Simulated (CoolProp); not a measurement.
Properties of diethyl ether along the isobar 0.101 MPa (Tc = 467.9 K, pc = 3.717 MPa, ω = 0.282).

Model: reference Helmholtz-energy equation of state, Thol 2014, in CoolProp.

```tsv
T (K)	phase	Z	cv (kJ/(kg K))	Joule-Thomson coefficient (K/MPa)	isothermal compressibility (1/MPa)
429.8	gas	0.9875	1.936	10.33	10.03
438.2	gas	0.9883	1.961	9.693	10.02
446.7	gas	0.9891	1.985	9.113	10.01
455.1	gas	0.9898	2.009	8.592	10.00
463.5	gas	0.9904	2.033	8.117	9.997
472	gas	0.9910	2.057	7.678	9.991
480.4	gas	0.9916	2.080	7.280	9.986
488.9	gas	0.9921	2.104	6.910	9.980
497.3	gas	0.9926	2.127	6.573	9.976
505.8	gas	0.9930	2.151	6.259	9.971
514.2	gas	0.9934	2.174	5.971	9.967
522.7	gas	0.9938	2.197	5.700	9.963
531.1	gas	0.9941	2.219	5.452	9.960
539.6	gas	0.9945	2.242	5.218	9.956
548	gas	0.9948	2.264	5.002	9.953
```
